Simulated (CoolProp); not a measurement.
Saturation properties of carbon monoxide (Tc = 132.9 K, pc = 3.498 MPa, ω = 0.050).

Model: reference Helmholtz-energy equation of state, Lemmon 2006, in CoolProp. It is a short technical equation, of lower accuracy than the large ones.

| T (K) | p (MPa) | liquid density (kg/m³) | vapour density (kg/m³) | enthalpy of vaporisation (kJ/kg) | liquid cp (kJ/(kg K)) | surface tension (mN/m) |
|---|---|---|---|---|---|---|
| 87.4 | 0.1863 | 767.4 | 7.667 | 206.3 | 2.170 | 8.30 |
| 90.9 | 0.2589 | 751.1 | 10.43 | 200.8 | 2.195 | 7.57 |
| 94.4 | ? | ? | 13.90 | 194.8 | 2.229 | 6.85 |
| 97.9 | 0.4645 | 716.4 | 18.18 | 188.4 | 2.273 | 6.14 |
| 101.4 | 0.6029 | 697.9 | 23.43 | 181.4 | 2.331 | ? |
| 104.9 | 0.7690 | 678.3 | 29.84 | 173.7 | 2.405 | 4.75 |
| 108.4 | 0.9657 | 657.5 | 37.63 | 165.3 | 2.503 | 4.07 |
| 111.9 | 1.196 | 635.1 | 47.14 | 155.9 | 2.635 | 3.41 |
| 115.4 | ? | 610.7 | 58.83 | 145.3 | 2.818 | 2.77 |

Question: Complete the blanks.

Answer: 
- 94.4, p (MPa): 0.3507
- 94.4, liquid density (kg/m³): 734.1
- 101.4, surface tension (mN/m): 5.44
- 115.4, p (MPa): 1.463

It boils at 81.6 K under 1 atm.

Surface tension comes from a separate correlation (Mulero 2012).
